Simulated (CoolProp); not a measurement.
R141b at 298.15 K and 0.0651 MPa is throttled through a valve to 0.00964 MPa with no heat exchange. Each further row changes one setting.

Computed with CoolProp (reference Helmholtz-energy equation of state, Lemmon 2006). It is a short technical equation, of lower accuracy than the large ones.

```json
[
 {"case": "as stated", "temperature change (K)": "-2.6", "final density (kg/m³)": "0.461"},
 {"case": "outlet pressure 0.00289 MPa", "temperature change (K)": "___", "final density (kg/m³)": "___"},
 {"case": "outlet pressure 0.0125 MPa", "temperature change (K)": "-2.4", "final density (kg/m³)": "___"}
]
```

**Question.** What belongs in the gaps?

**Answer.** 
- outlet pressure 0.00289 MPa, temperature change (K): -2.9
- outlet pressure 0.00289 MPa, final density (kg/m³): 0.138
- outlet pressure 0.0125 MPa, final density (kg/m³): 0.598
